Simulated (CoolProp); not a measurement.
Computed with CoolProp (reference Helmholtz-energy equation of state, Kamei 1995).

**Question.** For R22, give the phase and the cp (kJ/(kg K)), cv (kJ/(kg K)), expansivity (1/kK) at 9.65 °C and 0.301 MPa.

**Answer.** 
- 9.65 °C and 0.301 MPa: gas; cp 0.683, cv 0.557, expansivity 4.28
